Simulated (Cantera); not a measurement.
## Iron carbonyl, mercury and lead vapours: PbO + H₂

Input: 1 mol PbO, a varied amount of H₂, equilibrated at 625 °C and 0.000190 bar.

Method: chemical equilibrium by Gibbs-energy minimisation in Cantera with the NASA 1993 tables (ideal gas, pure condensed phases). Candidate condensed phases: H₂O, Pb, PbO, PbO₂, Pb₃O₄; 12 gas species. Equilibrium is a limit: real reactors are often held back by kinetics, nucleation or transport.

From 0.19 mol H₂ to 0.81 mol H₂ the condensed part is Pb(l) + PbO(yellow). From 1.1 mol H₂ to 1.5 mol H₂ the condensed part is Pb(l). The main Pb-bearing gas is Pb throughout.

| n(H₂) (mol) | x H₂O | x H₂ | x Pb | x PbO | x H | x Pb₂ | n Pb(l) | n PbO(yellow) |
|---|---|---|---|---|---|---|---|---|
| 0.19 | 0.993 | 9.83e-5 | 0.00682 | 3.62e-5 | 7.87e-11 | 3.90e-9 | 0.189 | 0.810 |
| 0.25 | 0.993 | 9.83e-5 | 0.00682 | 3.62e-5 | 7.87e-11 | 3.90e-9 | 0.248 | 0.750 |
| 0.34 | 0.993 | 9.83e-5 | 0.00682 | 3.62e-5 | 7.87e-11 | 3.90e-9 | 0.338 | 0.660 |
| 0.45 | 0.993 | 9.83e-5 | 0.00682 | 3.62e-5 | 7.87e-11 | 3.90e-9 | 0.447 | 0.550 |
| 0.61 | 0.993 | 9.83e-5 | 0.00682 | 3.62e-5 | 7.87e-11 | 3.90e-9 | 0.606 | 0.390 |
| 0.81 | 0.993 | 9.83e-5 | 0.00682 | 3.62e-5 | 7.87e-11 | 3.90e-9 | 0.804 | 0.190 |
| 1.1 | 0.903 | 0.0903 | 0.00682 | 3.58e-8 | 2.39e-9 | 3.90e-9 | 0.992 | 0 |
| 1.5 | 0.662 | 0.331 | 0.00682 | 7.16e-9 | 4.57e-9 | 3.90e-9 | 0.990 | 0 |
x: gas mole fraction; n: condensed amount in mol.
